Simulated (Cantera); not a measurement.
## Diamond growth

A diamond (100) surface in a fixed gas of H2 with x(CH4) = 0.0026, x(CH3) = 5.4e-05, at 1025 K, 82.5 Torr; coverages are run to steady state.

Model: the Harris–Goodwin 1993 mechanism for the reconstructed diamond (100) surface, integrated in Cantera.

```tsv
x(H)	growth (µm/h)	θ c6HH	θ c6H*	θ c6*H	θ c6**	θ c6HM
0.0001	0.923	0.562	0.0167	0.320	0.00453	0.0690
0.00025	1.73	0.552	0.0183	0.349	0.00722	0.0520
0.00065	2.56	0.558	0.0194	0.371	0.00944	0.0296
0.0017	3.09	0.566	0.0201	0.384	0.0107	0.0137
0.0042	3.35	0.570	0.0205	0.389	0.0113	0.00602
0.011	3.47	0.573	0.0208	0.392	0.0116	0.00238
0.027	3.52	0.573	0.0212	0.392	0.0117	0.000985
0.07	3.56	0.574	0.0222	0.392	0.0119	0.000384
0.18	3.64	0.573	0.0247	0.389	0.0124	0.000152
```
θ: site fractions in the mechanism's names (c6HH fully hydrogenated, c6H* and c6*H radical sites, c6** diradical, c6HM methylated).
